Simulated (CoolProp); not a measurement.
Properties of R1123 along the isobar 2.11 MPa (Tc = 331.7 K, pc = 4.549 MPa, ω = 0.243).

The numbers come from the reference Helmholtz-energy equation of state, Akasaka 2020 in CoolProp.

```csv
T (K),phase,cv (kJ/(kg K)),speed of sound (m/s),Joule-Thomson coefficient (K/MPa),isothermal compressibility (1/MPa),expansivity (1/kK),fugacity coefficient
215.9,liquid,0.7979,819.9,-0.2919,0.001788,2.315,0.06035
225,liquid,0.8025,771.1,-0.2639,0.002081,2.451,0.09104
234.1,liquid,0.8077,722.5,-0.2300,0.002447,2.615,0.1318
243.3,liquid,0.8137,673.5,-0.1880,0.002919,2.816,0.1846
252.4,liquid,0.8203,625.0,-0.1363,0.003529,3.062,0.2494
261.6,liquid,0.8279,575.5,-0.07013,0.004359,3.377,0.3284
270.7,liquid,0.8367,525.8,0.01534,0.005511,3.788,0.4203
279.8,liquid,0.8469,474.6,0.1314,0.007223,4.356,0.5254
289,liquid,0.8595,420.2,0.3009,0.01004,5.218,0.6445
307.3,gas,0.8452,150.6,15.41,0.6974,8.871,0.7943
316.4,gas,0.8431,157.7,13.57,0.6477,7.376,0.8141
325.5,gas,0.8449,163.9,12.12,0.6151,6.392,0.8313
334.7,gas,0.8494,169.5,10.93,0.5916,5.682,0.8467
343.8,gas,0.8556,174.5,9.953,0.5742,5.151,0.8602
353,gas,0.8631,179.1,9.112,0.5605,4.729,0.8723
```
